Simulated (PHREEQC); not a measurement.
A solution holds 0.0017 mol/kgw Cu(BF4)2, 0.22 mol/kgw H2SO4 and 0.00012 mol/kgw KCl, at 25 °C. Closed to the air; pH follows from the charge balance.

The numbers come from PHREEQC with the ion-association model, phreeqc.dat.

```yaml
pH: 0.71
ionic_strength: 0.280 mol/kgw
activity_of_water: 0.992
specific_conductance: 76100 µS/cm
density: 1.011 g/cm³
total_alkalinity: -450 meq/kg
```

```tsv
species	molality	activity	log γ
H+	0.248	0.194	-0.105
HSO4-	0.191	0.140	-0.134
SO4-2	0.0288	0.00742	-0.589
HF	0.00702	0.00748	0.028
H3BO3	0.00174	0.00185	0.028
BF4-	0.00157	0.00115	-0.134
Cu+2	0.00120	0.000354	-0.528
```

No solid was allowed to form. Real BF4- forms and hydrolyses slowly; the run takes it at equilibrium.
